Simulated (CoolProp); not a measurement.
A simple Rankine cycle with water: condensing at 301.15 K, boiler at 3.29 MPa, turbine inlet 517.1 K, turbine efficiency 0.7, pump efficiency 0.6, no recuperator. Each further row changes one setting.

The numbers come from the reference Helmholtz-energy equation of state, Wagner 2002 in CoolProp.

```json
[
 {"case": "as stated", "thermal efficiency (%)": "24.8", "net work (kJ/kg)": "670", "heat in (kJ/kg)": "2700", "turbine exit temperature (K)": "301.2", "volume ratio over the turbine": "493"},
 {"case": "turbine inlet 537.1 K", "thermal efficiency (%)": "24.9", "net work (kJ/kg)": "689", "heat in (kJ/kg)": "2760", "turbine exit temperature (K)": "301.2", "volume ratio over the turbine": "471"},
 {"case": "condensing temperature 293.15 K", "thermal efficiency (%)": "25.7", "net work (kJ/kg)": "702", "heat in (kJ/kg)": "2730", "turbine exit temperature (K)": "293.1", "volume ratio over the turbine": "771"},
 {"case": "boiler pressure 2.3 MPa", "thermal efficiency (%)": "23.8", "net work (kJ/kg)": "656", "heat in (kJ/kg)": "2750", "turbine exit temperature (K)": "301.2", "volume ratio over the turbine": "336"},
 {"case": "turbine efficiency 0.6", "thermal efficiency (%)": "21.2", "net work (kJ/kg)": "573", "heat in (kJ/kg)": "2700", "turbine exit temperature (K)": "301.2", "volume ratio over the turbine": "517"}
]
```

The expansion ends wet for: as stated; turbine inlet 537.1 K; condensing temperature 293.15 K; boiler pressure 2.3 MPa; turbine efficiency 0.6.
